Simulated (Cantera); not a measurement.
Charge: 1 mol Si₂H₆, 0.057 mol O₃, equilibrated at 0.950 bar.

Equilibrium computed with Cantera from the NASA thermochemical tables; the gas is ideal and each condensed phase is pure. Candidate condensed phases: H₂O, Si, SiO₂; 18 gas species. The feed counts by its element totals alone. Mutual solubility and eutectic melting of coexisting phases are not modelled. The tables hold silica as quartz up to 1696 K and as liquid above; real silica turns to tridymite and cristobalite and melts near 1996 K. Kinetics and transport are ignored.

Which condensed phases are stable at each of these points (T (K)): 700, 775, 850, 925, 1000, 1075, 1150, 1225, 1300, 1375, 1450, 1525?


| T (K) | condensed phases | Si condensed (%) |
|---|---|---|
| 700 | Si(s) + SiO₂(α-quartz) | 100.0 |
| 775 | Si(s) + SiO₂(α-quartz) | 100.0 |
| 850 | Si(s) + SiO₂(β-quartz) | 100.0 |
| 925 | Si(s) + SiO₂(β-quartz) | 100.0 |
| 1000 | Si(s) + SiO₂(β-quartz) | 100.0 |
| 1075 | Si(s) + SiO₂(β-quartz) | 100.0 |
| 1150 | Si(s) + SiO₂(β-quartz) | 100.0 |
| 1225 | Si(s) + SiO₂(β-quartz) | 100.0 |
| 1300 | Si(s) + SiO₂(β-quartz) | 100.0 |
| 1375 | Si(s) + SiO₂(β-quartz) | 100.0 |
| 1450 | Si(s) + SiO₂(β-quartz) | 100.0 |
| 1525 | Si(s) + SiO₂(β-quartz) | 99.9 |

From 700 K to 775 K the condensed part is Si(s) + SiO₂(α-quartz). From 850 K to 1525 K the condensed part is Si(s) + SiO₂(β-quartz).
